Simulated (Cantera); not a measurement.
Charge: 1 mol CH3OH, 1.8 mol O2, 20 mol N2, equilibrated at 2550 K and 1000 Pa.

Equilibrium computed with Cantera from the NASA thermochemical tables; the gas is ideal and each condensed phase is pure. Candidate condensed phases: C, C6H6, C7H8, C8H18, H2O; 136 gas species. Rates play no part.

Base state: N2 0.792, H 0.0404, H2O 0.0337, CO 0.0302, O 0.0280, O2 0.0230, OH 0.0178, H2 0.0168 (mole fractions); condensed: gas only.

**Question.** What changes in the equilibrium state with this change: temperature from 2550 K to 1975 K?

**Answer.** 
```tsv
species	before	after
N2	0.792	0.854
H2O	0.0337	0.0822
CO2	0.00959	0.0392
H	0.0404	0.000560
O	0.0280	0.000644
H2	0.0168	0.00168
CO	0.0302	0.00358
OH	0.0178	0.00262
O2	0.0230	0.0137
NO	0.00831	0.00190
```

**Question.** What changes in the equilibrium state with this change: temperature from 2550 K to 1723 K?

**Answer.** 
```tsv
species	before	after
N2	0.792	0.858
H2O	0.0337	0.0853
CO2	0.00959	0.0426
H	0.0404	2.54e-5
O	0.0280	6.37e-5
CO	0.0302	0.000340
H2	0.0168	0.000194
OH	0.0178	0.000612
O2	0.0230	0.0126
NO	0.00831	0.000807
```

**Question.** What changes in the equilibrium state with this change: temperature from 2550 K to 1175 K?

**Answer.** 
| species | before | after |
|---|---|---|
| N2 | 0.792 | 0.858 |
| H2O | 0.0337 | 0.0858 |
| CO2 | 0.00959 | 0.0429 |
| H | 0.0404 | <1e-9 |
| O | 0.0280 | 1.66e-8 |
| CO | 0.0302 | 3.62e-8 |
| H2 | 0.0168 | 5.66e-8 |
| OH | 0.0178 | 3.08e-6 |
| O2 | 0.0230 | 0.0129 |
| NO | 0.00831 | 4.16e-5 |
